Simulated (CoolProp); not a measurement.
Ethanol along the isobar 0.954 MPa: fugacity coefficient from the reference equation and from simpler models built on Tc = 514.7 K, pc = 6.268 MPa, ω = 0.644; each cubic takes its own stable root.

Model: reference Helmholtz-energy equation of state, Schroeder 2014, in CoolProp.

| T (K) | phase | reference | van der Waals | Redlich-Kwong | Soave-Redlich-Kwong |
|---|---|---|---|---|---|
| 356.9 | liquid | 0.1281 | 0.8938 | 0.4961 | 0.1307 |
| 361.7 | liquid | 0.1526 | 0.8970 | 0.5509 | 0.1561 |
| 366.6 | liquid | 0.1813 | 0.9001 | 0.6108 | 0.1858 |
| 371.4 | liquid | 0.2135 | 0.9031 | 0.6732 | 0.2190 |
| 376.2 | liquid | 0.2499 | 0.9059 | 0.7393 | 0.2566 |
| 381.1 | liquid | 0.2919 | 0.9086 | 0.8107 | 0.2999 |
| 385.9 | liquid | 0.3381 | 0.9112 | 0.8844 | 0.3474 |
| 390.8 | liquid | 0.3908 | 0.9138 | 0.8887 | 0.4014 |
| 395.6 | liquid | 0.4483 | 0.9162 | 0.8924 | 0.4601 |
| 400.5 | liquid | 0.5132 | 0.9185 | 0.8960 | 0.5262 |
| 405.3 | liquid | 0.5831 | 0.9207 | 0.8993 | 0.5973 |
| 410.2 | liquid | 0.6614 | 0.9229 | 0.9026 | 0.6765 |
| 415 | liquid | 0.7451 | 0.9250 | 0.9057 | 0.7609 |
| 419.9 | liquid | 0.8379 | 0.9270 | 0.9087 | 0.8540 |

At some of these states van der Waals, Redlich-Kwong gives the other phase, because its saturation line lies elsewhere.
